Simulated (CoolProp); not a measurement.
CHF3 (R23) along the isobar 0.552 MPa: density (kg/m³) from the reference equation and from simpler models built on Tc = 26.1 °C, pc = 4.832 MPa, ω = 0.263; each cubic takes its own stable root.

Model: reference Helmholtz-energy equation of state, Penoncello 2003, in CoolProp.

| T (°C) | phase | reference | ideal gas | Redlich-Kwong |
|---|---|---|---|---|
| -10.25 | gas | ___ | 17.68 | 18.78 |
| 1.15 | gas | ___ | 16.95 | 17.87 |
| 12.65 | gas | 17.12 | ___ | 17.05 |
| 24.05 | gas | 16.35 | 15.64 | 16.31 |
| 35.45 | gas | 15.66 | 15.06 | 15.63 |
| 46.85 | gas | 15.03 | 14.53 | 15.02 |
| 58.35 | gas | 14.45 | 14.02 | 14.45 |
| 69.75 | gas | 13.92 | ___ | 13.92 |
| 81.15 | gas | 13.43 | 13.12 | 13.44 |
| 92.55 | gas | 12.98 | 12.71 | 12.99 |
| 104.05 | gas | 12.55 | 12.32 | 12.57 |
| 115.45 | gas | 12.16 | 11.96 | 12.18 |
| 126.85 | gas | 11.79 | 11.62 | 11.81 |
| 138.25 | gas | 11.45 | 11.30 | 11.47 |

Q: What belongs in the gaps?

A: 
- -10.25, reference: 18.98
- 1.15, reference: 18.00
- 12.65, ideal gas: 16.26
- 69.75, ideal gas: 13.56
